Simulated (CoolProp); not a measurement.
Saturation properties of propylene.

Computed with CoolProp (reference Helmholtz-energy equation of state, Lemmon 2013).

```
T (K)  p (MPa)  liquid density (kg/m³)  vapour density (kg/m³)  enthalpy of vaporisation (kJ/kg)  liquid viscosity (µPa s)  liquid conductivity (mW/(m K))
-----  -------  ----------------------  ----------------------  --------------------------------  ------------------------  ------------------------------
249.9   0.2722                   578.8                   5.940                             409.9                       151                             135
253.7   0.3116                   573.6                   6.750                             405.0                       145                             133
257.6   0.3563                   568.3                   7.666                             399.8                       140                             131
261.4   0.4044                   563.0                   8.650                             394.6                       135                             129
265.2   0.4572                   557.7                   9.729                             389.3                       130                             128
269     0.5150                   552.2                   10.91                             383.8                       125                             126
272.9   0.5797                   546.5                   12.24                             378.0                       121                             124
276.7   0.6485                   540.8                   13.65                             372.1                       116                             122
280.5   0.7230                   535.0                   15.20                             366.0                       112                             120
284.4   0.8059                   529.0                   16.92                             359.6                       108                             118
288.2   0.8932                   522.9                   18.76                             353.1                       104                             116
292     0.9872                   516.7                   20.76                             346.4                       101                             114
295.8    1.088                   510.3                   22.94                             339.4                      97.2                             112
```

It boils at 225.5 K under 1 atm.

Viscosity comes from a separate model (Huber 2003), an estimate that may be off by 10 % or more. Thermal conductivity comes from a separate model (Huber 2003), an estimate that may be off by 10 % or more.
